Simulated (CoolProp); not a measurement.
Computed with CoolProp (reference Helmholtz-energy equation of state, Zhou 2016).

Problem. Give the vapour pressure (MPa), liquid density (kg/m³), vapour density (kg/m³) of saturated R245ca at 82.35 °C.

Solution. 
| T (°C) | p (MPa) | liquid density (kg/m³) | vapour density (kg/m³) |
|---|---|---|---|
| 82.35 | 0.607 | 1230 | 31.9 |
